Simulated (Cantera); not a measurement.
An adiabatic, constant-volume homogeneous reactor starts with CH4 : CO : O2 : N2 = 1 : 0.31 : 6.73 : 31.7 (molar parts), at 1425 K and 0.987 atm.

Model: GRI-Mech 3.0 (53 species, 325 reactions), integrated in Cantera.

x: mole fraction; the columns are a selection and need not sum to one.

```
t (s)     T (K)  P (bar)   x CH4      x CO   x O2    x CH2O    x NO   x C2H     x CH2
--------  -----  -------  ------  --------  -----  --------  ------  ------  --------
7.00e-6    1425     1.00  0.0252   0.00780  0.169  9.66e-10  <1e-12  <1e-12    <1e-12
2.18e-5    1425    1.000  0.0252   0.00780  0.169   1.13e-8  <1e-12  <1e-12    <1e-12
6.79e-5    1425    1.000  0.0252   0.00780  0.169   1.30e-7  <1e-12  <1e-12    <1e-12
0.000211   1425    1.000  0.0252   0.00780  0.169   1.77e-6  <1e-12  <1e-12  2.82e-12
0.000658   1425     1.00  0.0251   0.00780  0.169   3.79e-5  <1e-12  <1e-12  1.72e-10
0.00205    2104     1.48  <1e-12   0.00259  0.113    <1e-12       ?  <1e-12    <1e-12
0.00638    2177     1.52  <1e-12  0.000403  0.115    <1e-12       ?  <1e-12    <1e-12
0.0199     2176     1.52  <1e-12  0.000400  0.115    <1e-12       ?  <1e-12    <1e-12
0.0619     2173     1.52  <1e-12  0.000394  0.114    <1e-12       ?  <1e-12    <1e-12
0.193      2166     1.52  <1e-12  0.000378  0.113    <1e-12       ?  <1e-12    <1e-12
0.600      2157     1.51  <1e-12  0.000358  0.111    <1e-12       ?  <1e-12    <1e-12
```

Question: Fill in the missing entries.

Answer: 
- 0.00205, x NO: 2.77e-5
- 0.00638, x NO: 0.000168
- 0.0199, x NO: 0.000529
- 0.0619, x NO: 0.00157
- 0.193, x NO: 0.00409
- 0.600, x NO: 0.00737
